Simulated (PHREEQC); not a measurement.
0.86 g of hydrous ferric oxide (600 m²/g; 0.2 weak and 0.005 strong sites per Fe, Dzombak-Morel constants, diffuse double layer) in 1 kg of water with 0.005 mol/kgw of an inert sodium salt and 6e-05 mol Ag2SO4, at 25 °C; the pH is set by adding NaOH or the inert anion's acid. O2 is buffered at 0.21 atm. The system is closed to CO2. Precipitation was switched off in this run.

The series has 13 steps of pH, from 4 to 12.

Equilibrium calculation in PHREEQC: ion-association model, wateq4f.dat.

Q: Near which pH is half of the S sorbed, and on which side is more sorbed?

A: Near pH 6.9, with more sorbed at lower pH.

Q: Near which pH is half of the Ag sorbed, and on which side is more sorbed?

A: Near pH 7.5, with more sorbed at higher pH.
